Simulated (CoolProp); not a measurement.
Values from CoolProp's reference Helmholtz-energy equation of state, Leachman 2009.

**Question.** Give the vapour pressure (bar), vapour density (kg/m³), liquid viscosity (µPa s), vapour viscosity (µPa s) of saturated normal hydrogen at -252.35, -249.45 °C.

**Answer.** 
```tsv
T (°C)	p (bar)	vapour density (kg/m³)	liquid viscosity (µPa s)	vapour viscosity (µPa s)
-252.35	1.15	1.49	13.0	1.02
-249.45	2.41	2.96	10.4	1.19
```

Viscosity comes from a separate model (Muzny 2013).
